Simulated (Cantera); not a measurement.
Input (Python, Cantera):

```python
import numpy as np
import cantera as ct

gas = ct.Solution("gri30.yaml")
gas.TPX = 525, 1200000, {'CH4': 1, 'C2H6': 0.067, 'O2': 5.2, 'N2': 19.5}
inlet = ct.Reservoir(gas, clone=True)
gas.equilibrate("HP")  # start burning
reactor = ct.IdealGasConstPressureReactor(gas, energy="on", clone=False)
exhaust = ct.Reservoir(gas, clone=True)
tau = [0.048, 0.017, 0.0061, 0.0022, 0.00077, 0.00027, 9.8e-05, 3.5e-05, 1.2e-05][0]
for a, b in ((inlet, reactor), (reactor, exhaust)):
    ct.MassFlowController(a, b, mdot=lambda t: reactor.mass / tau)
net = ct.ReactorNet([reactor])
show = ['CH4', 'C2H6', 'O2', 'CH2O', 'HCO', 'H2O', 'HO2']

rows = []
print(f"{'tau/s':>10s}{'T/K':>9s}" + "".join(f"{s:>11s}" for s in show))
for tau in [0.048, 0.017, 0.0061, 0.0022, 0.00077, 0.00027, 9.8e-05, 3.5e-05, 1.2e-05]:
    net.initial_time = 0.0
    net.advance(30 * tau)
    before = gas.X
    net.advance(40 * tau)
    drift = np.max(np.abs(gas.X - before) / (gas.X + 1e-9))
    rows.append([gas.T, *gas[show].X, drift])
    print(f"{tau:10.3e}{gas.T:9.1f}" + "".join(f"{x:11.3e}" for x in gas[show].X))
```

It prints:

```
     tau/s      T/K        CH4       C2H6         O2       CH2O        HCO        H2O        HO2
 4.800e-02   1526.1  3.408e-05  5.833e-07  1.152e-01  3.282e-06  2.567e-09  8.516e-02  4.535e-06
 1.700e-02   1519.9  8.891e-05  1.686e-06  1.156e-01  9.110e-06  7.543e-09  8.498e-02  1.121e-05
 6.100e-03   1501.1  2.591e-04  5.620e-06  1.168e-01  2.939e-05  2.304e-08  8.442e-02  2.861e-05
 2.200e-03    525.0  3.881e-02  2.600e-03  2.018e-01  4.362e-17  1.022e-32  2.677e-15  1.414e-18
 7.700e-04    525.0  3.881e-02  2.600e-03  2.018e-01  1.698e-20  4.135e-36  1.033e-18  4.416e-19
 2.700e-04    525.0  3.881e-02  2.600e-03  2.018e-01  1.092e-21  2.660e-37  6.526e-20  1.721e-19
 9.800e-05    525.0  3.881e-02  2.600e-03  2.018e-01  7.155e-23  1.743e-38  4.125e-21  6.312e-20
 3.500e-05    525.0  3.881e-02  2.600e-03  2.018e-01  4.851e-24  1.182e-39  2.609e-22  2.263e-20
 1.200e-05    525.0  3.881e-02  2.600e-03  2.018e-01  3.457e-25  8.421e-41  1.652e-23  7.820e-21
```

Detailed kinetics in Cantera: GRI-Mech 3.0 (53 species, 325 reactions). The pressure lies above the range GRI-Mech 3.0 was tuned for (to about 10 atm).
